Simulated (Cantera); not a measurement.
Mixture: H₂ : O₂ : N₂ = 1 : 0.667 : 2.51 (molar parts), at 1130 Torr, adiabatic and at constant volume. Ignition delay is the time to a rise of 400 K.

Model: GRI-Mech 3.0 (53 species, 325 reactions), integrated in Cantera. Where the delays flatten at high temperature, the 400 K rule measures the pace of heat release, not the induction time.

Task: What does this change do: pressure from 1130 Torr to 760 Torr?

Result: 
```json
[
 {"quantity": "delay at 1175 K", "before": "36.2 µs", "after": "51.3 µs"},
 {"quantity": "delay at 1375 K", "before": "14.3 µs", "after": "21.9 µs"},
 {"quantity": "delay at 1575 K", "before": "8.76 µs", "after": "14.5 µs"},
 {"quantity": "delay at 1775 K", "before": "7.39 µs", "after": "13.4 µs"},
 {"quantity": "delay at 1975 K", "before": "7.82 µs", "after": "15.3 µs"}
]
```

Task: What does this change do: H2 1 to 2 parts?

Result: 
| quantity | before | after |
|---|---|---|
| delay at 1175 K | 36.2 µs | 38.0 µs |
| delay at 1375 K | 14.3 µs | 14.2 µs |
| delay at 1575 K | 8.76 µs | 8.09 µs |
| delay at 1775 K | 7.39 µs | 6.23 µs |
| delay at 1975 K | 7.82 µs | 6.08 µs |
